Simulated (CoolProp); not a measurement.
R142b at 445.96 K and 9.68 MPa flows at 5.3 m/s in a round tube of 10 mm bore and 0.25 µm roughness, fully developed (64/Re and Nu = 3.66 if laminar; Colebrook and Gnielinski if turbulent). Each further row changes one setting.

Computed with CoolProp (reference Helmholtz-energy equation of state, Lemmon 2006). It is a short technical equation, of lower accuracy than the large ones.

```
case               Reynolds number  Darcy friction factor  pressure drop (Pa/m)  heat-transfer coefficient (W/(m² K))  mass flow (kg/h)
-----------------  ---------------  ---------------------  --------------------  ------------------------------------  ----------------
as stated                   598000             (withheld)            (withheld)                                  8020        (withheld)
velocity 10.6 m/s          1200000             (withheld)            (withheld)                                 14700              2000
diameter 20 mm             1200000                 0.0116            (withheld)                                  7210        (withheld)
```

Task: Complete the blanks.

Result: 
- as stated, Darcy friction factor: 0.0131
- as stated, pressure drop (Pa/m): 12300
- as stated, mass flow (kg/h): 998
- velocity 10.6 m/s, Darcy friction factor: 0.0119
- velocity 10.6 m/s, pressure drop (Pa/m): 44500
- diameter 20 mm, pressure drop (Pa/m): 5430
- diameter 20 mm, mass flow (kg/h): 3990

Viscosity comes from a separate model (Huber 2003), an estimate that may be off by 10 % or more. Thermal conductivity comes from a separate model (Huber 2003), an estimate that may be off by 10 % or more.
